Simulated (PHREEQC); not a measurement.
Ultrapure water in contact with air or piping

Synthetic water in mg/kgw, 25 °C, pH 5.83, pe 12.9:

```
constituent           mg/kgw
------------------  --------
Na                    0.0277
K                     0.0384
Ca                    0.0336
Mg                   0.00372
Cl                    0.0349
S(6) as SO4            0.044
Alkalinity as HCO3     0.141
N(5) as NO3         0.000259
Cd                  0.000868
```

Na is adjusted to close the charge balance.
Valence states are taken as typed.

Equilibrium calculation in PHREEQC: ion-association model, phreeqc.dat.

No solid was allowed to form.

Problem. Estimate the ionic strength.

Solution. ionic strength 7.16e-6 mol/kgw.

Problem. In which forms is C present?

Solution. CO2 77 %, HCO3- 23 % of the C.

Complexes and solids missing from the database can't appear.
